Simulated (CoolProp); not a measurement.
Vapour-liquid equilibrium of R152A (1) + isobutene (2) at 60.8 kPa; x and y are mole fractions of (1).

Values from CoolProp's multi-fluid Helmholtz-energy mixture model, Outcalt 1996 and Lemmon 2005; pair parameters Bell 2016.

```json
[
 {"x": "0.05", "bubble temperature (°C)": "(withheld)", "y at the bubble point": "0.227", "dew temperature at overall composition x (°C)": "-20.4", "liquid density (mol/L)": "11.63"},
 {"x": "0.2", "bubble temperature (°C)": "-31.3", "y at the bubble point": "0.509", "dew temperature at overall composition x (°C)": "(withheld)", "liquid density (mol/L)": "(withheld)"},
 {"x": "0.35", "bubble temperature (°C)": "(withheld)", "y at the bubble point": "0.613", "dew temperature at overall composition x (°C)": "-27.1", "liquid density (mol/L)": "12.70"},
 {"x": "0.5", "bubble temperature (°C)": "-35.2", "y at the bubble point": "0.673", "dew temperature at overall composition x (°C)": "(withheld)", "liquid density (mol/L)": "13.26"},
 {"x": "0.65", "bubble temperature (°C)": "-35.9", "y at the bubble point": "0.726", "dew temperature at overall composition x (°C)": "-34.8", "liquid density (mol/L)": "(withheld)"},
 {"x": "0.8", "bubble temperature (°C)": "-36.1", "y at the bubble point": "0.797", "dew temperature at overall composition x (°C)": "-36.1", "liquid density (mol/L)": "(withheld)"},
 {"x": "0.95", "bubble temperature (°C)": "-35.6", "y at the bubble point": "0.927", "dew temperature at overall composition x (°C)": "(withheld)", "liquid density (mol/L)": "15.37"}
]
```

Complete the blanks.


- 0.05, bubble temperature (°C): -24.2
- 0.2, dew temperature at overall composition x (°C): -23.6
- 0.2, liquid density (mol/L): 12.18
- 0.35, bubble temperature (°C): -34.0
- 0.5, dew temperature at overall composition x (°C): -31.0
- 0.65, liquid density (mol/L): 13.88
- 0.8, liquid density (mol/L): 14.59
- 0.95, dew temperature at overall composition x (°C): -35.4

y crosses x between x = 0.65 and 0.8: the model has an azeotrope there.

The pair parameters rest on a limited set of measurements; away from them the model extrapolates.
